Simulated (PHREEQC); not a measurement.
Dissolve 0.011 mol/kgw H2SO4, 0.0006 mol/kgw ZnSO4 and 0.09 mol/kgw Fe2(SO4)3 at 60 °C. Closed to the air; pH follows from the charge balance.

Equilibrium calculation in PHREEQC: ion-association model, wateq4f.dat.

No solid was allowed to form.

Problem. Predict the pH, ionic strength.

Solution. pH 2.21; ionic strength 0.292 mol/kgw.

Problem. In which forms is S present?

Solution. FeSO4+ 41 %, Fe(SO4)2- 27 %, SO4-2 20 %, HSO4- 9.8 %, FeHSO4+2 2.1 % of the S.

Saturation is exceeded, for instance for Hematite (slow to form), Goethite (slow to form); the values hold only as long as no solid forms. Constants without temperature data keep their 25 °C values here.
